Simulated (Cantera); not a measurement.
An adiabatic, constant-volume homogeneous reactor starts with CO : H2 : O2 : N2 = 1 : 0.17 : 0.244 : 0.916 (molar parts), equivalence ratio 2.4, at 975 K and 0.602 atm. Integrator tolerance rtol = 1e-08.

Model: GRI-Mech 3.0 (53 species, 325 reactions), integrated in Cantera.

**Question.** What does this change do: constant pressure in place of constant volume?

**Answer.** 
```tsv
quantity	before	after
time of steepest temperature rise	0.749 ms	0.771 ms
temperature at 0.400 s	2739 K	2497 K
equilibrium temperature	2739 K	2497 K
x(CO) at 0.400 s	0.315 (gas-phase equilibrium 0.315)	0.309 (gas-phase equilibrium 0.309)
x(H2) at 0.400 s	0.0167 (gas-phase equilibrium 0.0167)	0.0178 (gas-phase equilibrium 0.0178)
x(O2) at 0.400 s	0.00227 (gas-phase equilibrium 0.00227)	0.000640 (gas-phase equilibrium 0.000640)
x(O) at 0.400 s	0.00164 (gas-phase equilibrium 0.00164)	0.000465 (gas-phase equilibrium 0.000465)
x(HO2) at 0.400 s	7.14e-7 (gas-phase equilibrium 7.14e-7)	1.25e-7 (gas-phase equilibrium 1.25e-7)
x(H2O) at 0.400 s	0.0573 (gas-phase equilibrium 0.0573)	0.0596 (gas-phase equilibrium 0.0596)
x(NO) at 0.400 s	0.00261 (gas-phase equilibrium 0.00261)	0.000943 (gas-phase equilibrium 0.000943)
```
